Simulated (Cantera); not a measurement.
Charge: 1 mol CHF3, a varied amount of H2, held at 83.0 Pa.

Equilibrium computed with Cantera from the NASA thermochemical tables; the gas is ideal and each condensed phase is pure. Candidate condensed phases: C, C6H6, C7H8, C8H18; 95 gas species. Rates play no part.

Stable condensed phases, one row left out:

```
T in °C \ n(H2) in mol
         0.65 0.95  1.4    2    3  4.4  6.4
   2552     A    A    A    B    B    B    B
   2527     A    A    A    A    B    B    B
   2502     A    A    A    A    A    B    B
   2452     A    A    A    A    A    A    A
   2427     A    A    A    A    A    A    A
   2402     A    A    A    A    A    A    A
   2377     A    A    A    A    A    A    A
   2352     A    A    A    A    A    A    A
   2327     A    A    A    A    A    A    A
   2302     A    A    A    A    A    A    A
   2277     A    A    A    A    A    A    A
```

A: C; B: gas only.

**Question.** Give the row for 2477 °C.

**Answer.** 0.65: C; 0.95: C; 1.4: C; 2: C; 3: C; 4.4: C; 6.4: gas only.
